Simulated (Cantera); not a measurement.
A Cantera script and its output.

```python
import numpy as np
import cantera as ct

gas = ct.Solution("gri30.yaml")
gas.TPX = 1100, 1600000, {'CH4': 1, 'C2H6': 0.088, 'C3H8': 0.91, 'O2': 8.47, 'N2': 31.8}
reactor = ct.IdealGasConstPressureReactor(gas, energy="on", clone=False)
net = ct.ReactorNet([reactor])
net.rtol, net.atol = 1e-08, 1e-16
show = ['CH4', 'C2H6', 'C3H8', 'C2H4', 'CH2CO', 'CO']
times = np.geomspace(2e-06, 0.2, 10)

steps = ct.SolutionArray(gas, extra=["t"])
rows = []
print(f"{'t/s':>10s}{'T/K':>9s}{'P/Pa':>11s}" + "".join(f"{s:>11s}" for s in show))
for t in times:
    while net.time < t:
        t_next = net.step()
        steps.append(gas.state, t=t_next)
    rows.append([np.interp(t, steps.t, y) for y in (steps.T, steps.P, *steps(*show).X.T)])
    print(f"{t:10.3e}{rows[-1][0]:9.1f}{rows[-1][1]:11.4g}" + "".join(f"{x:11.3e}" for x in rows[-1][2:]))
rate = np.gradient(steps.T, steps.t)
print("integrator steps:", len(steps.t))
if steps.T.max() > steps.T[0] + 200:
    print(f"time of steepest temperature rise: {steps.t[rate.argmax()]:.4e} s")
gas.TPX = 1100, 1600000, {'CH4': 1, 'C2H6': 0.088, 'C3H8': 0.91, 'O2': 8.47, 'N2': 31.8}
gas.equilibrate("HP")
print(f"equilibrium (HP): T = {gas.T:.1f} K  " + "  ".join(f"{s} {gas[s].X[0]:.3e}" for s in show))
```

Result:

```
       t/s      T/K       P/Pa        CH4       C2H6       C3H8       C2H4      CH2CO         CO
 2.000e-06   1100.0    1.6e+06  2.366e-02  2.082e-03  2.153e-02  1.555e-08  2.349e-17  4.404e-15
 7.188e-06   1100.0    1.6e+06  2.366e-02  2.082e-03  2.153e-02  6.625e-08  1.877e-15  2.220e-13
 2.583e-05   1100.0    1.6e+06  2.366e-02  2.082e-03  2.153e-02  3.273e-07  1.329e-13  1.216e-11
 9.283e-05   1100.0    1.6e+06  2.366e-02  2.082e-03  2.153e-02  2.547e-06  1.445e-11  9.346e-10
 3.336e-04   1100.0    1.6e+06  2.367e-02  2.081e-03  2.150e-02  3.169e-05  2.478e-09  1.183e-07
 1.199e-03   1100.5    1.6e+06  2.370e-02  2.086e-03  2.128e-02  2.733e-04  1.706e-07  7.448e-06
 4.309e-03   2619.3    1.6e+06  1.211e-16  3.921e-31  3.175e-45  2.736e-25  1.775e-18  7.125e-03
 1.549e-02   2602.4    1.6e+06  1.217e-16  3.879e-31  3.107e-45  2.567e-25  1.631e-18  7.011e-03
 5.565e-02   2602.4    1.6e+06  1.217e-16  3.879e-31  3.107e-45  2.567e-25  1.631e-18  7.011e-03
 2.000e-01   2602.4    1.6e+06  1.217e-16  3.879e-31  3.107e-45  2.567e-25  1.631e-18  7.011e-03
integrator steps: 2300
time of steepest temperature rise: 4.2101e-03 s
equilibrium (HP): T = 2602.4 K  CH4 1.644e-16  C2H6 5.963e-31  C3H8 4.843e-45  C2H4 2.983e-25  CH2CO 2.018e-18  CO 7.011e-03
```

Computed with Cantera and GRI-Mech 3.0 (53 species, 325 reactions). GRI-Mech 3.0 was tuned for natural gas; its chemistry of propane as a main component is partial and can be far from experiment. The pressure lies above the range GRI-Mech 3.0 was tuned for (to about 10 atm).
